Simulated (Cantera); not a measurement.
A perfectly stirred reactor is fed with C2H6 : O2 : N2 : H2O = 1 : 3.18 : 20 : 2.4 (molar parts), equivalence ratio 1.1, at 1.00 bar; it is adiabatic with a 398 K inlet, and is followed from long to short residence time, starting on the burning branch (τ in s: 0.34, 0.096, 0.027, 0.0077, 0.0022, 0.00062, 0.00018, 5e-05, 1.4e-05).

Cantera simulation using GRI-Mech 3.0 (53 species, 325 reactions); the numbers are that mechanism's predictions, not measurements.

x: mole fraction; the columns are a selection and need not sum to one.

```json
[
 {"τ (s)": "0.34", "T (K)": "1681", "x C2H6": "9.92e-7", "x O2": "0.000179", "x H2O": "0.185", "x NO": "4.78e-5", "x C2H4": "2.71e-6", "x CH2O": "___", "x H2": "0.0112"},
 {"τ (s)": "0.096", "T (K)": "1674", "x C2H6": "2.25e-6", "x O2": "0.000421", "x H2O": "0.185", "x NO": "5.93e-5", "x C2H4": "5.13e-6", "x CH2O": "___", "x H2": "0.0113"},
 {"τ (s)": "0.027", "T (K)": "1662", "x C2H6": "5.36e-6", "x O2": "0.000955", "x H2O": "0.184", "x NO": "6.43e-5", "x C2H4": "9.68e-6", "x CH2O": "___", "x H2": "0.0116"},
 {"τ (s)": "0.0077", "T (K)": "1641", "x C2H6": "1.40e-5", "x O2": "0.00206", "x H2O": "0.183", "x NO": "5.84e-5", "x C2H4": "1.93e-5", "x CH2O": "___", "x H2": "0.0121"},
 {"τ (s)": "0.0022", "T (K)": "1601", "x C2H6": "4.68e-5", "x O2": "0.00481", "x H2O": "0.181", "x NO": "3.76e-5", "x C2H4": "5.23e-5", "x CH2O": "___", "x H2": "0.0126"},
 {"τ (s)": "0.00062", "T (K)": "398", "x C2H6": "0.0376", "x O2": "0.120", "x H2O": "0.0903", "x NO": "<1e-12", "x C2H4": "<1e-12", "x CH2O": "<1e-12", "x H2": "<1e-12"},
 {"τ (s)": "0.00018", "T (K)": "398", "x C2H6": "0.0376", "x O2": "0.120", "x H2O": "0.0903", "x NO": "<1e-12", "x C2H4": "<1e-12", "x CH2O": "<1e-12", "x H2": "<1e-12"},
 {"τ (s)": "5.0e-5", "T (K)": "398", "x C2H6": "0.0376", "x O2": "0.120", "x H2O": "0.0903", "x NO": "<1e-12", "x C2H4": "<1e-12", "x CH2O": "<1e-12", "x H2": "<1e-12"},
 {"τ (s)": "1.4e-5", "T (K)": "398", "x C2H6": "0.0376", "x O2": "0.120", "x H2O": "0.0903", "x NO": "<1e-12", "x C2H4": "<1e-12", "x CH2O": "<1e-12", "x H2": "<1e-12"}
]
```

**Question.** Complete the blanks.

**Answer.** 
- 0.34, x CH2O: 7.39e-7
- 0.096, x CH2O: 1.58e-6
- 0.027, x CH2O: 3.61e-6
- 0.0077, x CH2O: 8.92e-6
- 0.0022, x CH2O: 2.70e-5
